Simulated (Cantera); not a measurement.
Feed: 1 mol CH₄, a varied amount of CO₂, at 2200 °C and 28500 Torr.

Method: chemical equilibrium by Gibbs-energy minimisation in Cantera with the NASA 1993 tables (ideal gas, pure condensed phases). Candidate condensed phases: C, C₆H₆, C₇H₈, C₈H₁₈, H₂O; 110 gas species. The ideal-gas law is rough above about 30 bar. Rates play no part.

x: gas mole fraction; n: condensed amount in mol.

| n(CO₂) (mol) | x H₂ | x CO | x H₂O | x CO₂ | x C₂H₂ (acetylene) | n C(graphite) |
|---|---|---|---|---|---|---|
| 0.17 | 0.838 | 0.146 | 0.000121 | 3.42e-6 | 0.00808 | 0.781 |
| 0.23 | 0.797 | 0.187 | 0.000148 | 5.66e-6 | 0.00769 | (withheld) |
| 0.31 | 0.749 | 0.237 | 0.000175 | 9.07e-6 | 0.00722 | (withheld) |
| 0.41 | 0.696 | 0.291 | 0.000200 | 1.37e-5 | 0.00671 | (withheld) |
| 0.55 | 0.633 | 0.355 | 0.000222 | 2.04e-5 | 0.00610 | (withheld) |
| 0.74 | 0.564 | 0.425 | 0.000237 | 2.92e-5 | 0.00544 | (withheld) |
| 1 | 0.497 | 0.499 | 0.000936 | 0.000153 | 0.000328 | 0 |
| 1.3 | 0.406 | 0.522 | 0.0575 | 0.0121 | 5.19e-8 | 0 |
| 1.8 | 0.288 | 0.544 | 0.127 | 0.0392 | 4.11e-9 | 0 |
| 2.4 | 0.192 | 0.547 | 0.177 | 0.0820 | 6.43e-10 | 0 |
| 3.3 | 0.111 | 0.523 | 0.206 | 0.159 | 8.28e-11 | 0 |

**Question.** Fill in the missing entries.

**Answer.** 
- 0.23, n C(graphite): 0.721
- 0.31, n C(graphite): 0.642
- 0.41, n C(graphite): 0.543
- 0.55, n C(graphite): 0.404
- 0.74, n C(graphite): 0.215
